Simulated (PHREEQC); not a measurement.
A column of 1 m (40 cells, dispersivity 0.035 m, 60 s a shift, diffusion coefficient 3e-10 m²/s) holds 0.022 eq of the database's cation exchanger X per kg of pore water, first in equilibrium with 0.00038 mol/kgw (NH4)2SO4 and 1e-05 mol/kgw HCl. It is flushed with 46 mmol/kgw KCl, 2.1 mmol/kgw MgSO4 and 0.01 mmol/kgw HCl, at 40 °C. Values are for the last cell. CO2 from the air is kept out. Nothing may precipitate in this run.

Base run: PHREEQC, ion-association model, phreeqc.dat. Each further column changes one thing. The table gives NH4 in solution (mol/kgw).

```json
[
 {"pore volumes": "0", "base": "0.000760", "exchange capacity from 0.022 to 0.011 eq/kgw": "0.000760", "dispersivity from 0.035 to 0.07 m": "0.000760"},
 {"pore volumes": "0.3125", "base": "0.000760", "exchange capacity from 0.022 to 0.011 eq/kgw": "0.000760", "dispersivity from 0.035 to 0.07 m": "0.000790"},
 {"pore volumes": "0.5125", "base": "0.00109", "exchange capacity from 0.022 to 0.011 eq/kgw": "0.00109", "dispersivity from 0.035 to 0.07 m": "0.00295"},
 {"pore volumes": "0.8125", "base": "0.0133", "exchange capacity from 0.022 to 0.011 eq/kgw": "0.0129", "dispersivity from 0.035 to 0.07 m": "0.0175"},
 {"pore volumes": "1.113", "base": "0.0297", "exchange capacity from 0.022 to 0.011 eq/kgw": "(withheld)", "dispersivity from 0.035 to 0.07 m": "0.0235"},
 {"pore volumes": "1.413", "base": "0.0197", "exchange capacity from 0.022 to 0.011 eq/kgw": "(withheld)", "dispersivity from 0.035 to 0.07 m": "0.0157"},
 {"pore volumes": "1.613", "base": "0.0109", "exchange capacity from 0.022 to 0.011 eq/kgw": "(withheld)", "dispersivity from 0.035 to 0.07 m": "0.0103"},
 {"pore volumes": "1.913", "base": "0.00367", "exchange capacity from 0.022 to 0.011 eq/kgw": "(withheld)", "dispersivity from 0.035 to 0.07 m": "0.00502"},
 {"pore volumes": "2.212", "base": "0.00109", "exchange capacity from 0.022 to 0.011 eq/kgw": "0.000137", "dispersivity from 0.035 to 0.07 m": "0.00233"},
 {"pore volumes": "2.513", "base": "0.000300", "exchange capacity from 0.022 to 0.011 eq/kgw": "2.84e-5", "dispersivity from 0.035 to 0.07 m": "0.00105"},
 {"pore volumes": "2.712", "base": "0.000124", "exchange capacity from 0.022 to 0.011 eq/kgw": "(withheld)", "dispersivity from 0.035 to 0.07 m": "0.000616"},
 {"pore volumes": "3.013", "base": "3.20e-5", "exchange capacity from 0.022 to 0.011 eq/kgw": "1.88e-6", "dispersivity from 0.035 to 0.07 m": "(withheld)"}
]
```

Problem. Fill in the missing entries.

Solution. 
- 1.113, exchange capacity from 0.022 to 0.011 eq/kgw: 0.0161
- 1.413, exchange capacity from 0.022 to 0.011 eq/kgw: 0.00607
- 1.613, exchange capacity from 0.022 to 0.011 eq/kgw: 0.00258
- 1.913, exchange capacity from 0.022 to 0.011 eq/kgw: 0.000624
- 2.712, exchange capacity from 0.022 to 0.011 eq/kgw: 9.68e-6
- 3.013, dispersivity from 0.035 to 0.07 m: 0.000273

Away from 25 °C the constants follow the database's enthalpies or fits; those with neither stay at their 25 °C values.
